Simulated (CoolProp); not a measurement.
The numbers come from the reference Helmholtz-energy equation of state, Lemmon 2006 in CoolProp. It is a short technical equation, of lower accuracy than the large ones.

Problem. Give the vapour pressure (bar), vapour viscosity (µPa s), liquid conductivity (mW/(m K)) of saturated R141b at 406.9 K.

Solution. 
```tsv
T (K)	p (bar)	vapour viscosity (µPa s)	liquid conductivity (mW/(m K))
406.9	13.5	12.9	64.2
```

Viscosity comes from a separate model (Huber 2003), an estimate that may be off by 10 % or more. Thermal conductivity comes from a separate model (Huber 2003), an estimate that may be off by 10 % or more.
